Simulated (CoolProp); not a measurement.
Decamethylcyclopentasiloxane (D5) at 239.88 K and 2.17 MPa is throttled through a valve to 0.415 MPa with no heat exchange. Each further row changes one setting.

Values from CoolProp's reference Helmholtz-energy equation of state, Thol 2019.

| case | temperature change (K) |
|---|---|
| as stated | +0.8 |
| outlet pressure 0.124 MPa | +0.9 |
| outlet pressure 0.539 MPa | +0.7 |
